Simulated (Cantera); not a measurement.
Input: 1 mol B, 17 mol H2O, 5.8 mol N2, equilibrated at 4.90 mbar.

Equilibrium computed with Cantera from the NASA thermochemical tables; the gas is ideal and each condensed phase is pure. Candidate condensed phases: B, BN, B2O3, B3O3H3, H2O; 39 gas species. Gases not in the tables: H3BO3. Rates play no part.

**Question.** Which condensed phases are stable at each of these points (T (K)): 825, 975, 1125, 1275, 1425, 1575, 1725, 1875?

**Answer.** 
```tsv
T (K)	condensed phases	B condensed (%)
825	B2O3(l)	79.2
975	B2O3(l)	91.1
1125	B2O3(l)	88.7
1275	B2O3(l)	37.0
1425	gas only	0.0
1575	gas only	0.0
1725	gas only	0.0
1875	gas only	0.0
```

From 825 K to 1275 K the condensed part is B2O3(l). From 1425 K to 1875 K nothing is condensed.
